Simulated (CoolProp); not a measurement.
The numbers come from the reference Helmholtz-energy equation of state, de Reuck 1990 in CoolProp.

Give the vapour pressure (MPa), liquid density (kg/m³), vapour density (kg/m³), enthalpy of vaporisation (kJ/kg) of saturated fluorine at 94.9, 119.7, 132 K.


```tsv
T (K)	p (MPa)	liquid density (kg/m³)	vapour density (kg/m³)	enthalpy of vaporisation (kJ/kg)
94.9	0.276	1430	14.3	164
119.7	1.61	1210	78.8	128
132	3.02	1050	162	98.4
```
